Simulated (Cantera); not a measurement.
A closed system holds: 1 mol B, 0.91 mol H₂O, equilibrated at 750 K and 4.20 mbar.

Cantera equilibrium calculation (NASA polynomials, part measured and part estimated; ideal gas, pure solids and liquids). Candidate condensed phases: B, B₂O₃, B₃O₃H₃, H₂O; 23 gas species. The numbers say what is thermodynamically allowed, not how fast it happens.

Base state: H₂ 1.000, B₃O₃H₃ 0.000231 (mole fractions); condensed: B(s) + B₂O₃(l).

Q: What changes in the equilibrium state with this change: temperature from 750 K to 1825 K?

A: 
```
species        before    after
------------  -------  -------
H₂              1.000    0.569
B₂O₂            <1e-9    0.201
HBO           2.91e-9    0.178
BO              <1e-9   0.0277
B₂O₃            <1e-9   0.0164
H               <1e-9  0.00513
HBO₂            <1e-9  0.00195
B(s), mol       0.393    0.115
B₂O₃(l), mol    0.303        0
```
The tables' values for BH₂ are old estimates; treat these amounts as uncertain.
